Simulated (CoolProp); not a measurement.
The fluid at 349.46 K and 9.23 MPa is throttled through a valve to 1.1 MPa with no heat exchange. The same conditions are run with several fluids, on thermodynamics alone (safety and materials aside).

Values from CoolProp's reference Helmholtz-energy equation of state of each fluid (R236FA: Pan 2012; trans-2-butene: Lemmon 2005; dodecamethylpentasiloxane (MD3M): Thol 2019; R407C: Lemmon 2003; hydrogen sulfide: Lemmon 2006). Blends and air are pseudo-pure fits.

```tsv
fluid	temperature change (K)	final phase	final density (kg/m³)
R236FA	…	two-phase, vapour fraction 0.008	1040
trans-2-butene	…	liquid	530
dodecamethylpentasiloxane (MD3M)	+3.3	liquid	819
R407C	…	two-phase, vapour fraction 0.442	102
hydrogen sulfide	-74.1	two-phase, vapour fraction 0.375	47.8
```

### Question
Some entries are withheld; supply them.

### Answer

- R236FA, temperature change (K): -1.6
- trans-2-butene, temperature change (K): +0.6
- R407C, temperature change (K): -51.8
